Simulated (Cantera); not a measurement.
**Stirred combustor or abatement burner**

A perfectly stirred reactor is fed with CH4 : O2 : N2 = 1 : 2.35 : 8.85 (molar parts), equivalence ratio 0.85, at 10.0 bar; it is adiabatic with a 700 K inlet, and is followed from long to short residence time, starting on the burning branch (τ in s: 0.034, 0.011, 0.0036, 0.0012, 0.00037, 0.00012, 3.9e-05, 1.3e-05, 4.1e-06).

Model: GRI-Mech 3.0 (53 species, 325 reactions), integrated in Cantera.

```tsv
τ (s)	T (K)	x CH4	x O2	x H2	x HCN	x NO2
0.034	2352	9.76e-7	0.0273	0.000881	1.59e-7	4.66e-6
0.011	2354	2.91e-6	0.0281	0.000915	2.93e-7	2.93e-6
0.0036	2352	8.40e-6	0.0288	0.00101	4.35e-7	1.55e-6
0.0012	2344	2.27e-5	0.0296	0.00125	5.98e-7	8.26e-7
0.00037	2319	6.01e-5	0.0310	0.00185	8.65e-7	5.03e-7
0.00012	2273	0.000144	0.0335	0.00295	1.28e-6	3.41e-7
3.9e-5	2197	0.000364	0.0380	0.00465	1.94e-6	2.10e-7
1.3e-5	2067	0.00124	0.0477	0.00702	3.16e-6	9.63e-8
4.1e-6	700	0.0820	0.193	<1e-12	<1e-12	<1e-12
```
x: mole fraction; the columns are a selection and need not sum to one.
